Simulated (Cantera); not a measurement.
Charge: 1 mol C₃H₈, 1.3 mol H₂, 4 mol N₂, 0.28 mol NH₃, at 1800 K.

Cantera equilibrium calculation (NASA polynomials, part measured and part estimated; ideal gas, pure solids and liquids). Candidate condensed phases: C, C₆H₆, C₇H₈, C₈H₁₈; 92 gas species. The ideal-gas law is rough above about 30 bar. The numbers say what is thermodynamically allowed, not how fast it happens.

x: gas mole fraction; n: condensed amount in mol.

```tsv
P (Pa)	x H₂	x N₂	x H	x CH₄	n C(graphite)
10	0.557	0.413	0.0267	2.39e-8	2.97
46	0.569	0.416	0.0126	1.14e-7	2.97
220	0.574	0.417	0.00578	5.58e-7	2.97
1000	0.576	0.418	0.00272	2.56e-6	2.97
4600	0.577	0.418	0.00127	1.18e-5	2.97
22000	0.578	0.418	…	…	2.97
100000	0.578	0.418	…	…	2.96
460000	0.577	0.419	0.000127	0.00118	2.96
2200000	0.570	0.421	5.77e-5	0.00551	2.91
10000000	0.545	0.428	2.64e-5	0.0229	2.74
```

Task: Fill in the missing entries.

Result: 
- 100000, x H: 0.000272
- 100000, x CH₄: 0.000257
- 22000, x H: 0.000580
- 22000, x CH₄: 5.65e-5
